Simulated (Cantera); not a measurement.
A perfectly stirred reactor is fed with CH4 : C2H6 : O2 : N2 = 1 : 0.055 : 3.85 : 36.2 (molar parts), equivalence ratio 0.57, at 1000000 Pa; it is adiabatic with a 600 K inlet, and is followed from long to short residence time, starting on the burning branch (τ in s: 0.2, 0.087, 0.037, 0.016, 0.0068, 0.0029, 0.0012, 0.00053, 0.00023, 9.7e-05).

Model: GRI-Mech 3.0 (53 species, 325 reactions), integrated in Cantera.

Problem. What does this change do: inlet temperature 600 to 475 K?

Solution. 
| quantity | before | after |
|---|---|---|
| blow-out, bracketed by the residence times tried | burning at 87.0 ms, out at 37.0 ms | not reached |
| x(CH4) at τ = 0.200 s | 0.000346 | 0.0243 |
| x(C2H6) at τ = 0.200 s | 6.78e-6 | 0.00134 |
| x(O2) at τ = 0.200 s | 0.0422 | 0.0937 |
| x(C2H2) at τ = 0.200 s | 7.28e-7 | <1e-12 |
| x(H2O2) at τ = 0.200 s | 1.18e-6 | <1e-12 |
| x(CH4) at τ = 2.90 ms | 0.0243 | 0.0243 |
| x(C2H6) at τ = 2.90 ms | 0.00134 | 0.00134 |
| x(O2) at τ = 2.90 ms | 0.0937 | 0.0937 |
| x(C2H2) at τ = 2.90 ms | <1e-12 | <1e-12 |
| x(H2O2) at τ = 2.90 ms | <1e-12 | <1e-12 |
| state | not reached | not burning at any residence time tried |
